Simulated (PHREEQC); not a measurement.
Acid mine or pickling water

Model water analysis in mmol/kgw, 25 °C, pH 3.28, pe 9.7:

| constituent | mmol/kgw |
|---|---|
| Na | 2.7 |
| K | 0.425 |
| Ca | 0.546 |
| Mg | 2.69 |
| Cl | 1.69 |
| S(6) | 4.61 |
| O(0) (counted as O atoms) | 0.202 |
| Zn | 0.00989 |
| B | 0.0124 |
| Fe(3) | 0.0239 |

Cl is adjusted to close the charge balance.
Valence states are taken as typed.

All values are PHREEQC results (ion-association model, phreeqc.dat), not measurements.

This is a speciation only: nothing precipitates in the calculation.

**Question.** Predict the ionic strength, specific conductance.

**Answer.** ionic strength 0.0147 mol/kgw; specific conductance 1150 µS/cm.

**Question.** In which forms is Mg present?

**Answer.** Mg+2 75 %, MgSO4 25 % of the Mg.

Examples of supersaturated solids here: Jarosite-K, Hematite (slow to form). Others may be too.
